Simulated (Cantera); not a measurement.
Feed: 1 mol CCl₄, 0.5 mol CH₄, 0.96 mol H₂, equilibrated at 68.0 Pa.

Method: chemical equilibrium by Gibbs-energy minimisation in Cantera with the NASA 1993 tables (ideal gas, pure condensed phases). Candidate condensed phases: C, C₆H₆, C₇H₈, C₈H₁₈; 91 gas species. The numbers say what is thermodynamically allowed, not how fast it happens.

### Question
Which condensed phases are stable at each of these points (T (K)): 1775, 1975, 2175, 2375, 2575, 2775, 2975, 3175?

### Answer
```json
[
 {"T (K)": "1775", "condensed phases": "C(graphite)", "C condensed (%)": "100.0"},
 {"T (K)": "1975", "condensed phases": "C(graphite)", "C condensed (%)": "100.0"},
 {"T (K)": "2175", "condensed phases": "C(graphite)", "C condensed (%)": "99.9"},
 {"T (K)": "2375", "condensed phases": "C(graphite)", "C condensed (%)": "99.3"},
 {"T (K)": "2575", "condensed phases": "C(graphite)", "C condensed (%)": "95.2"},
 {"T (K)": "2775", "condensed phases": "C(graphite)", "C condensed (%)": "36.2"},
 {"T (K)": "2975", "condensed phases": "gas only", "C condensed (%)": "0.0"},
 {"T (K)": "3175", "condensed phases": "gas only", "C condensed (%)": "0.0"}
]
```

From 1775 K to 2775 K the condensed part is C(graphite). From 2975 K to 3175 K nothing is condensed.
